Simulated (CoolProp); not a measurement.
A single-stage vapour-compression cycle with neopentane: evaporating at 300.15 K (dew point), condensing at 349.15 K (bubble point), superheat 8 K, subcooling 2 K, compressor efficiency 0.75, no pressure losses. Each further row changes one setting.

Model: reference Helmholtz-energy equation of state, Lemmon 2006, in CoolProp. It is a short technical equation, of lower accuracy than the large ones.

```csv
case,cooling COP,pressure ratio,discharge temperature (K),refrigerating effect (kJ/kg),volumetric capacity (kJ/m³)
as stated,3.47,3.69,349.2,199,1090
evaporating temperature 305.15 K,4.06,___,349.2,207,1310
condensing temperature 344.15 K,___,___,344.2,213,1170
subcooling 7 K,3.70,3.69,349.2,213,1160
superheat 18 K,___,3.69,___,___,1150
compressor efficiency 0.65,3.01,3.69,___,199,1090
```

**Question.** Fill in the missing entries.

**Answer.** 
- evaporating temperature 305.15 K, pressure ratio: 3.16
- condensing temperature 344.15 K, cooling COP: 4.04
- condensing temperature 344.15 K, pressure ratio: 3.29
- superheat 18 K, cooling COP: 3.61
- superheat 18 K, discharge temperature (K): 357.7
- superheat 18 K, refrigerating effect (kJ/kg): 218
- compressor efficiency 0.65, discharge temperature (K): 352.1

The compression ends wet for: as stated; evaporating temperature 305.15 K; subcooling 7 K.
